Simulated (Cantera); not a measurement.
Charge: 1 mol PbO, 1.4 mol CH₄, 7.8 mol N₂, at 2302 °C and 100 Torr.

Method: chemical equilibrium by Gibbs-energy minimisation in Cantera with the NASA 1993 tables (ideal gas, pure condensed phases). Candidate condensed phases: C, C₆H₆, C₇H₈, C₈H₁₈, H₂O, Pb, PbO, PbO₂, Pb₃O₄; 139 gas species. Rates play no part.

Base state: N₂ 0.593, H₂ 0.182, CO 0.0777, Pb 0.0777, H 0.0405, HCN 0.0237, HNC 0.00301, C₂H₂ (acetylene) 0.00192 (mole fractions); condensed: gas only.

Question: What changes in the equilibrium state with this change: pressure from 100 Torr to 750 Torr?

Answer: 
```json
[
 {"species": "N₂", "before": "0.593", "after": "0.601"},
 {"species": "H₂", "before": "0.182", "after": "0.197"},
 {"species": "CO", "before": "0.0777", "after": "0.0788"},
 {"species": "H", "before": "0.0405", "after": "0.0154"},
 {"species": "HCN", "before": "0.0237", "after": "0.0242"},
 {"species": "Pb", "before": "0.0777", "after": "0.0787"},
 {"species": "Pb₂", "before": "1.58e-6", "after": "1.21e-5"},
 {"species": "CN", "before": "0.000337", "after": "0.000121"}
]
```
